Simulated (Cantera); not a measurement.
An adiabatic, constant-pressure homogeneous reactor starts with CO : H2 : O2 : N2 = 1 : 0.13 : 0.713 : 2.68 (molar parts), equivalence ratio 0.79, at 1475 K and 830000 Pa.

Model: GRI-Mech 3.0 (53 species, 325 reactions), integrated in Cantera. The hydrogen kinetics of GRI-Mech 3.0 are dated; newer H2 mechanisms differ, most at raised pressure.

**Question.** Predict: time of steepest temperature rise; temperature at 0.900 s; equilibrium temperature; x(CO) at 0.900 s; x(H2) at 0.900 s; x(O2) at 0.900 s; x(NO2) at 0.900 s; x(H2O2) at 0.900 s; x(CO2) at 0.900 s; x(N2O) at 0.900 s.

**Answer.** 
| Item | Result |
|---|---|
| time of steepest temperature rise | 4.54 µs |
| temperature at 0.900 s | 2846 K |
| equilibrium temperature | 2846 K |
| x(CO) at 0.900 s | 0.0541 (gas-phase equilibrium 0.0541) |
| x(H2) at 0.900 s | 0.00105 (gas-phase equilibrium 0.00105) |
| x(O2) at 0.900 s | 0.0507 (gas-phase equilibrium 0.0507) |
| x(NO2) at 0.900 s | 1.60e-5 (gas-phase equilibrium 1.60e-5) |
| x(H2O2) at 0.900 s | 2.31e-7 (gas-phase equilibrium 2.31e-7) |
| x(CO2) at 0.900 s | 0.190 (gas-phase equilibrium 0.190) |
| x(N2O) at 0.900 s | 2.56e-6 (gas-phase equilibrium 2.56e-6) |
